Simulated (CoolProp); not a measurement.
Vapour-liquid equilibrium of m-xylene (1) + n-decane (2) at 59.15 °C; x and y are mole fractions of (1).

The numbers come from the multi-fluid Helmholtz-energy mixture model, Zhou 2012 and Lemmon 2006; pair parameters Bell 2016 in CoolProp.

```csv
x,bubble pressure (kPa),y at the bubble point,dew pressure at overall composition x (kPa),liquid density (mol/L)
0.05,1.751,0.208,1.519,5.016
0.125,2.166,0.408,1.621,5.170
0.2,2.558,0.539,1.737,5.331
0.275,2.934,0.633,1.871,5.502
0.35,3.297,0.705,2.026,5.683
0.425,3.653,0.762,2.209,5.875
0.5,4.004,0.809,2.427,6.078
0.575,4.352,0.849,2.689,6.293
0.65,4.701,0.884,3.011,6.523
0.725,5.050,0.914,3.414,6.767
0.8,5.402,0.941,3.929,7.028
0.875,5.756,0.965,4.605,7.308
0.95,6.112,0.987,5.525,7.607
```

No azeotrope shows between x = 0.05 and 0.95.

Pair parameters are fitted to limited data, so mixtures are less certain than the pure fluids.
